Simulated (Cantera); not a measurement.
An isothermal, constant-pressure homogeneous reactor starts with NO : N₂ = 1 : 0.31 (molar parts), at 1950 K and 4100 Pa.

Detailed kinetics in Cantera: GRI-Mech 3.0 (53 species, 325 reactions). Radical loss at walls, strong at low pressure, is not modelled.

Task: Predict: x(NO) at 3.00 s; x(N₂O) at 3.00 s; x(O₂) at 3.00 s; x(NO₂) at 3.00 s; x(O) at 3.00 s; x(N₂) at 3.00 s.

Result: 
* **x(NO) at 3.00 s**: 0.577 (gas-phase equilibrium 0.00790)
* **x(N₂O) at 3.00 s**: 0.000107 (gas-phase equilibrium 7.97e-8)
* **x(O₂) at 3.00 s**: 0.0925 (gas-phase equilibrium 0.377)
* **x(NO₂) at 3.00 s**: 0.000142 (gas-phase equilibrium 4.02e-6)
* **x(O) at 3.00 s**: 0.000751 (gas-phase equilibrium 0.00138)
* **x(N₂) at 3.00 s**: 0.330 (gas-phase equilibrium 0.614)
